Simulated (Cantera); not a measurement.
What does this Cantera script print?

```python
import numpy as np
import cantera as ct

gas_names = """
    AL ALH ALN ALO ALOH ALO2 ALO2H AL2 AL2O AL2O2 H HALO HNO HNO2 HNO3 HO2 H2 H2O H2O2 N NH NH2 NH3
    NH2OH NO NO2 NO3 N2 N2H2 N2H4 N2O O OH O2 O3
""".split()
cond_names = """
    AL(cr) AL(L) ALN(s) AL2O3(a) AL2O3(L) H2O(s) H2O(L)
""".split()


def load(file, names, dense=False):
    # The tables refer to 1 bar. Condensed volumes are neglected.
    table = {s.name: s for s in ct.Species.list_from_file(file)}
    out = []
    for n in names:
        d = dict(table[n].input_data)
        d["thermo"] = dict(d["thermo"], **{"reference-pressure": 1e5})
        if dense:
            d["equation-of-state"] = {"model": "constant-volume", "density": "1e6 g/cm^3"}
        out.append(ct.Species.from_dict(d))
    return out


gas = ct.Solution(thermo="ideal-gas", species=load("nasa_gas.yaml", gas_names))
cond = {s.name: ct.Solution(thermo="fixed-stoichiometry", species=[s], name=s.name)
        for s in load("nasa_condensed.yaml", cond_names, dense=True)}
atoms = {
    'Al': {'AL': 1},
    'N2O': {'N': 2, 'O': 1},
    'H2': {'H': 2},
}
top_T = {'ALN(s)': 2750}  # K; cautious upper limits of use, not melting points


def equilibrate(T, P, feed):
    n = {}
    for name, mol in feed.items():
        for a, k in atoms[name].items():
            n[a] = n.get(a, 0.0) + k * mol
    gas.TPX = T, P, n
    mass = sum(n.values()) * gas.mean_molecular_weight
    gas.equilibrate("TP")
    valid = [c for c in cond.values() if c.min_temp <= T <= top_T.get(c.name, c.max_temp)]
    mix = ct.Mixture([(gas, mass / gas.mean_molecular_weight)] + [(c, 0.0) for c in valid])
    mix.T, mix.P = T, P
    mix.equilibrate("TP", solver="vcs", rtol=1e-11, max_steps=5000)
    return mix


results = []
feed = {'Al': 1, 'N2O': 1.1, 'H2': 1.2}  # mol
T = 875  # K
P = 13332.2  # Pa
mix = equilibrate(T, P, feed)
results.append((T, P, feed, dict(zip(mix.species_names, mix.species_moles))))
x = sorted(zip(gas.X, gas.species_names), reverse=True)
print(f"T = {T:g} K  P = {P:g} Pa  gas = {mix.phase_moles(0):.4g} mol")
print("   x: " + "  ".join(f"{s} {v:.3e}" for v, s in x if v > 1e-05))
print("   condensed (mol): " + ("  ".join(f"{mix.phase(i).name} {mix.phase_moles(i):.4g}"
      for i in range(1, mix.n_phases) if mix.phase_moles(i) > 1e-12) or "none"))
```

It prints:

```
T = 875 K  P = 13332.2 Pa  gas = 2.167 mol
   x: H2 5.538e-01  N2 4.462e-01  NH3 5.472e-05
   condensed (mol): ALN(s) 0.2667  AL2O3(a) 0.3667
```

These are equilibrium values from Cantera (NASA tables, ideal gas, pure condensed phases), not measurements of a reactor.
